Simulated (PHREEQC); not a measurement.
0.029 g of hydrous ferric oxide (600 m²/g; 0.2 weak and 0.005 strong sites per Fe, Dzombak-Morel constants, diffuse double layer) in 1 kg of water with 0.001 mol/kgw of an inert sodium salt, at 25 °C; the pH is set by adding NaOH or the inert anion's acid. Oxygen is held at 0.21 atm. No CO2 enters from the air. Nothing may precipitate in this run.

Equilibrium calculation in PHREEQC: ion-association model, wateq4f.dat.

Task: Predict surface charge σ (C/m²), surface potential ψ (mV) at pH = 4.88, 5.25, 6.38.

Result: 
```csv
pH,surface charge σ (C/m²),surface potential ψ (mV)
4.88,0.056,175
5.25,0.040,157
6.38,0.012,99
```

Complexes and solids missing from the database can't appear. The oxide is taken as insoluble; below pH 4 it would dissolve.
